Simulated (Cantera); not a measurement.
An isothermal plug-flow reactor at 850 K and 21000 Pa (inlet), inlet velocity 0.37 m/s, active area per volume 370 1/m; feed 0.329 % CH4, 16.5 % O2, 81.3 % N2, 1.95 % H2O.

Detailed kinetics in Cantera: Deutschmann's 1995 Pt surface mechanism with GRI-Mech 3.0 gas chemistry. Catalytic surfaces can have several steady states; this one follows from the mechanism file's or the stated starting coverage. Mass transfer to the wall is taken as infinitely fast.

Problem. Predict: x(CH4) at z = 0.025 m; x(O2) at z = 0.025 m; x(H2O) at z = 0.025 m; x(CO2) at z = 0.025 m; x(CO) at z = 0.025 m; θ(free Pt) at the exit; θ(O*) at the exit; θ(OH*) at the exit.

Solution. 
```
Quantity                   Value
----------------------  --------
x(CH4) at z = 0.025 m    0.00246
x(O2) at z = 0.025 m       0.163
x(H2O) at z = 0.025 m     0.0212
x(CO2) at z = 0.025 m   0.000828
x(CO) at z = 0.025 m     5.69e-7
θ(free Pt) at the exit    0.0942
θ(O*) at the exit          0.904
θ(OH*) at the exit       0.00162
```
